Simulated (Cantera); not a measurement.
Cantera with NASA thermochemical tables; ideal gases at 1 bar, condensed phases pure. Values are per mole of reaction as written; species without (g) are pure solids or liquids, kept so even where they would boil at 1 bar.

Task: Between 2325 and 2825 K, where is each reaction favourable under standard conditions?
- N2O(g) + Ta2O5 = 2 TaO2(g) + 2 NO(g)
- NO2(g) + 4 TaO2(g) = 2 Ta2O5 + N(g)

Result: 
- N2O(g) + Ta2O5 = 2 TaO2(g) + 2 NO(g): ΔG° is 452 kJ at 2325 K and 234 kJ at 2825 K; it stays positive (K < 1). ΔH° is 1436 kJ and ΔS° 426 J/K at 2825 K.
- NO2(g) + 4 TaO2(g) = 2 Ta2O5 + N(g): ΔG° is -1008 kJ at 2325 K and -729 kJ at 2825 K; it stays negative (K > 1). ΔH° is -2251 kJ and ΔS° -539 J/K at 2825 K.
